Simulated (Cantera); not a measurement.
A Cantera script and what it prints.

```python
import numpy as np
import cantera as ct

gas_names = [...]  # 114 gases of nasa_gas.yaml made of C, Fe, H, O
cond_names = """
    C(gr) C6H6(L) C7H8(L) C8H18(L),n-octa Fe(a) Fe(c) Fe(d) Fe(L) FeC5O5(L) FeO(s) FeO(L) Fe(OH)2(s)
    Fe(OH)3(s) Fe2O3(s) Fe3O4(s) H2O(s) H2O(L)
""".split()


# ... load() reads the species with a 1 bar reference pressure and builds the phases ...
atoms = {
    'Fe3O4': {'Fe': 3, 'O': 4},
    'C': {'C': 1},
    'CO': {'C': 1, 'O': 1},
    'CH4': {'C': 1, 'H': 4},
}
top_T = {'C(gr)': 4500, 'Fe2O3(s)': 1830, 'Fe3O4(s)': 1870}  # K; cautious upper limits of use, not melting points


# ... equilibrate(T, P, feed) seeds the gas with the atoms and calls Mixture.equilibrate('TP', solver="vcs", rtol=1e-11, max_steps=5000) ...
results = []
feed = {'Fe3O4': 1, 'C': 1.4, 'CO': 0.65, 'CH4': 0.83}  # mol
P = 133.322  # Pa
for T in [1100, 1200, 1300, 1400, 1500, 1600, 1700, 1800, 1900, 2000, 2100, 2200]:
    mix = equilibrate(T, P, feed)
    results.append((T, P, feed, dict(zip(mix.species_names, mix.species_moles))))

top = {s: max(r[3][s] / sum(r[3][g] for g in gas_names) for r in results) for s in gas_names}
cols = sorted((s for s in top if top[s] > 1e-05), key=lambda s: -top[s])[:9]
seen = [c for c in cond_names if any(r[3].get(c, 0) > 1e-12 for r in results)]
print("log10 of partial pressures in bar; condensed amounts in mol")
print(f"{'T/K':>10s}" + "".join(f"{s[:9]:>10s}" for s in cols + seen))
for T, P, feed, n in results:
    ng = sum(n[g] for g in gas_names)
    print(f"{T:10.4g}" + "".join(f"{np.log10(max(n[s] / ng * P / 1e5, 1e-99)):10.3f}" for s in cols)
          + "".join(f"{n.get(c, 0):10.4g}" for c in seen))
```

Output:

```
log10 of partial pressures in bar; condensed amounts in mol
       T/K        CO        Fe        H2       H2O       CO2         H       FeO        OH         O     Fe(a)     Fe(c)     Fe(d)     Fe(L)    FeO(s)    FeO(L)
      1100    -3.160   -11.899    -3.401    -4.046    -3.812    -9.288   -15.961   -12.284   -18.129     2.062         0         0         0    0.9384         0
      1200    -3.153   -10.304    -3.418    -3.976    -3.848    -8.414   -13.961   -11.069   -16.054         0     2.074         0         0    0.9262         0
      1300    -3.147    -8.962    -3.435    -3.920    -3.877    -7.674   -12.277   -10.042   -14.298         0     2.091         0         0    0.9087         0
      1400    -3.142    -7.815    -3.450    -3.876    -3.904    -7.038   -10.840    -9.166   -12.795         0     2.107         0         0    0.8929         0
      1500    -3.138    -6.824    -3.464    -3.842    -3.929    -6.486    -9.602    -8.409   -11.493         0      2.12         0         0    0.8794         0
      1600    -3.135    -5.960    -3.477    -3.816    -3.952    -6.003    -8.523    -7.749   -10.356         0     2.128         0         0    0.8682         0
      1700    -3.131    -5.201    -3.483    -3.812    -3.994    -5.573    -7.600    -7.189    -9.375         0         0     2.085         0         0    0.8936
      1800    -3.133    -4.531    -3.489    -3.831    -4.056    -5.191    -6.805    -6.712    -8.525         0         0      1.95         0         0    0.9462
      1900    -3.159    -3.953    -3.525    -3.860    -4.118    -4.863    -6.098    -6.284    -7.746         0         0         0     1.616         0    0.9637
      2000    -3.261    -3.438    -3.642    -3.970    -4.251    -4.610    -5.467    -5.939    -7.043         0         0         0    0.2758         0     0.969
      2100    -3.365    -3.328    -3.865    -3.836    -4.029    -4.439    -4.899    -5.334    -6.054         0         0         0         0         0    0.3524
      2200    -3.415    -3.309    -3.998    -3.825    -3.964    -4.248    -4.646    -4.930    -5.337         0         0         0         0         0         0
```

These are equilibrium values from Cantera (NASA tables, ideal gas, pure condensed phases), not measurements of a reactor. Each liquid is taken as pure. Mutual solubility and eutectic melting of coexisting phases are not modelled. The tables' stoichiometric FeO is somewhat more stable than real wüstite, so its field is too wide. FeO: taken at fixed stoichiometry.
